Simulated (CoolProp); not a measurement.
A Linde-Hampson liquefier for ethylene: isothermal reversible compression at 320 K from 1 atm to 10 MPa, throttling to 1 atm, return gas leaving the recuperator 5 K below the feed. Each further row changes one setting.

The numbers come from the reference Helmholtz-energy equation of state, Smukala 2000 in CoolProp.

| case | liquid yield per pass | compression work (kJ/kg of gas) |
|---|---|---|
| as stated | [?] | 386 |
| high pressure 20 MPa | [?] | [?] |
| warm-end temperature 350 K | 0.191 | [?] |
| warm-end gap 10 K | [?] | 386 |

Fill in the missing entries.


- as stated, liquid yield per pass: 0.312
- high pressure 20 MPa, liquid yield per pass: 0.410
- high pressure 20 MPa, compression work (kJ/kg of gas): 418
- warm-end temperature 350 K, compression work (kJ/kg of gas): 440
- warm-end gap 10 K, liquid yield per pass: 0.304
